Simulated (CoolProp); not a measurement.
Dimethyl carbonate along the isotherm 319 K: density (kg/m³) from the reference equation and from simpler models built on Tc = 557.0 K, pc = 49.09 bar, ω = 0.346; each cubic takes its own stable root.

The numbers come from the reference Helmholtz-energy equation of state, Zhou 2011 in CoolProp.

```
p (bar)   phase  reference  van der Waals  Redlich-Kwong  Soave-Redlich-Kwong  Peng-Robinson
-------  ------  ---------  -------------  -------------  -------------------  -------------
24.5     liquid       1038          604.8          889.1                923.4           1040
49.1     liquid       1041          610.6          893.4                926.2           1043
73.6     liquid       1043          615.7          897.5                928.9           1045
98.2     liquid       1046          620.3          901.3                931.6           1048
123      liquid       1048          624.6          905.0                934.1           1050
147      liquid       1050          628.5          908.4                936.5           1052
172      liquid       1053          632.2          911.8                938.9           1055
196      liquid       1055          635.4          915.0                941.1           1057
221      liquid       1057          638.7          918.1                943.3           1059
245      liquid       1059          641.5          920.9                945.4           1061
```
